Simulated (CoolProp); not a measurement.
Properties of R245ca along the isobar 3.4 MPa.

Computed with CoolProp (reference Helmholtz-energy equation of state, Zhou 2016).

```tsv
T (K)	phase	density (kg/m³)	cp (kJ/(kg K))	cv (kJ/(kg K))	isothermal compressibility (1/MPa)	expansivity (1/kK)
275.3	liquid	1450	1.344	0.9722	0.001323	1.608
287	liquid	1422	1.357	0.9839	0.001511	1.672
298.6	liquid	1394	1.372	0.9965	0.001736	1.745
310.2	liquid	1366	1.389	1.010	0.002009	1.832
321.9	liquid	1336	1.408	1.024	0.002350	1.936
333.5	liquid	1305	1.429	1.039	0.002773	2.060
345.2	liquid	1273	1.453	1.054	0.003320	2.212
356.8	liquid	1240	1.480	1.069	0.004033	2.399
368.5	liquid	1204	1.511	1.085	0.005012	2.641
380.1	liquid	1165	1.548	1.101	0.006391	2.960
391.8	liquid	1123	1.595	1.117	0.008496	3.412
403.4	liquid	1075	1.661	1.135	0.01196	4.094
415.1	liquid	1019	1.764	1.154	0.01873	5.294
426.7	liquid	945.6	1.974	1.178	0.03630	8.006
450	gas	206.6	1.946	1.219	0.6522	14.75
```
